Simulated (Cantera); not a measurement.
An isothermal, constant-pressure homogeneous reactor starts with H2 : O2 = 0.025 : 1 (molar parts), equivalence ratio 0.013, at 1375 K and 2900 Pa.

Computed with Cantera and GRI-Mech 3.0 (53 species, 325 reactions). Radical loss at walls, strong at low pressure, is not modelled.

One state of this run: x H2 = 2.60e-6; x O2 = 0.975; x H2O2 = 7.75e-9; x H2O = 0.0245; x H = 1.86e-6; x HO2 = 1.47e-7; x OH = 0.000319. x: mole fraction; the columns are a selection and need not sum to one.

Which value of t (s) does it belong to?
A) 300
B) 61.8
C) 0.540
D) 0.000200

C, 0.540
